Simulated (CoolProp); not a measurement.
Properties of water along the isotherm 739.9 K (Tc = 647.1 K, pc = 220.6 bar, ω = 0.344).

Model: reference Helmholtz-energy equation of state, Wagner 2002, in CoolProp.

| p (bar) | phase | density (kg/m³) | speed of sound (m/s) | expansivity (1/kK) | fugacity coefficient |
|---|---|---|---|---|---|
| 6.89 | gas | 2.030 | 659.1 | 1.385 | 0.9938 |
| 13.8 | gas | 4.092 | 657.0 | 1.419 | 0.9876 |
| 20.7 | gas | 6.179 | ___ | 1.455 | 0.9815 |
| 27.6 | gas | ___ | 652.7 | 1.492 | 0.9753 |
| 34.5 | gas | 10.44 | 650.5 | 1.531 | 0.9691 |
| 41.4 | gas | 12.61 | 648.3 | 1.571 | 0.9630 |
| 48.3 | gas | 14.81 | 646.1 | 1.613 | 0.9568 |
| 55.2 | gas | 17.05 | ___ | 1.657 | 0.9506 |
| 62.1 | gas | ___ | 641.5 | 1.703 | 0.9445 |
| 68.9 | gas | 21.59 | 639.2 | 1.749 | 0.9384 |
| 75.8 | gas | 23.93 | ___ | 1.798 | ___ |
| 82.7 | gas | 26.31 | ___ | 1.850 | 0.9262 |
| 89.6 | gas | 28.72 | 632.1 | ___ | 0.9200 |
| 96.5 | gas | 31.18 | 629.7 | 1.959 | 0.9139 |
| 103 | gas | 33.53 | 627.4 | 2.013 | 0.9081 |
| 110 | gas | 36.11 | 624.9 | 2.075 | 0.9019 |

Problem. Complete the blanks.

Solution. 
- 20.7, speed of sound (m/s): 654.9
- 27.6, density (kg/m³): 8.292
- 55.2, speed of sound (m/s): 643.8
- 62.1, density (kg/m³): 19.32
- 75.8, speed of sound (m/s): 636.9
- 75.8, fugacity coefficient: 0.9323
- 82.7, speed of sound (m/s): 634.5
- 89.6, expansivity (1/kK): 1.903
